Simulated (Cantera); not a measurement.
What does this Cantera script print?

```python
import numpy as np
import cantera as ct

gas_names = [...]  # 136 gases of nasa_gas.yaml made of C, H, N, O
cond_names = """
    C(gr) C6H6(L) C7H8(L) C8H18(L),n-octa H2O(s) H2O(L)
""".split()


# ... load() reads the species with a 1 bar reference pressure and builds the phases ...
atoms = {
    'toluene': {'C': 7, 'H': 8},
    'H2O': {'H': 2, 'O': 1},
    'N2': {'N': 2},
    'H2': {'H': 2},
}
top_T = {'C(gr)': 4500}  # K; cautious upper limits of use, not melting points


# ... equilibrate(T, P, feed) seeds the gas with the atoms and calls Mixture.equilibrate('TP', solver="vcs", rtol=1e-11, max_steps=5000) ...
results = []
feed = {'toluene': 1, 'H2O': 0.98, 'N2': 0.22, 'H2': 36}  # mol
P = 13332.2  # Pa
for T in [1900, 2000, 2100, 2200, 2300, 2400, 2500, 2600, 2700, 2800]:
    mix = equilibrate(T, P, feed)
    results.append((T, P, feed, dict(zip(mix.species_names, mix.species_moles))))

top = {s: max(r[3][s] / sum(r[3][g] for g in gas_names) for r in results) for s in gas_names}
cols = sorted((s for s in top if top[s] > 1e-05), key=lambda s: -top[s])[:7]
seen = [c for c in cond_names if any(r[3].get(c, 0) > 1e-12 for r in results)]
print("log10 of partial pressures in bar; condensed amounts in mol")
print(f"{'T/K':>10s}" + "".join(f"{s[:9]:>10s}" for s in cols + seen))
for T, P, feed, n in results:
    ng = sum(n[g] for g in gas_names)
    print(f"{T:10.4g}" + "".join(f"{np.log10(max(n[s] / ng * P / 1e5, 1e-99)):10.3f}" for s in cols)
          + "".join(f"{n.get(c, 0):10.4g}" for c in seen))
```

It prints:

```
log10 of partial pressures in bar; condensed amounts in mol
       T/K        H2         H C2H2,acet        CO       HCN        N2       C2H     C(gr)
      1900    -0.889    -3.545    -4.307    -2.509    -4.050    -3.188    -8.846     5.956
      2000    -0.890    -3.234    -4.005    -2.510    -3.879    -3.205    -8.076      5.91
      2100    -0.892    -2.953    -3.733    -2.511    -3.728    -3.227    -7.380     5.837
      2200    -0.896    -2.697    -3.487    -2.512    -3.597    -3.257    -6.749     5.723
      2300    -0.902    -2.465    -3.266    -2.515    -3.484    -3.295    -6.175     5.554
      2400    -0.910    -2.254    -3.067    -2.518    -3.389    -3.342    -5.650     5.313
      2500    -0.923    -2.061    -2.889    -2.523    -3.311    -3.399    -5.171     4.981
      2600    -0.941    -1.886    -2.731    -2.531    -3.250    -3.467    -4.732     4.536
      2700    -0.966    -1.729    -2.594    -2.541    -3.205    -3.545    -4.330     3.957
      2800    -1.000    -1.587    -2.476    -2.554    -3.176    -3.632    -3.963     3.213
```

Method: chemical equilibrium by Gibbs-energy minimisation in Cantera with the NASA 1993 tables (ideal gas, pure condensed phases).
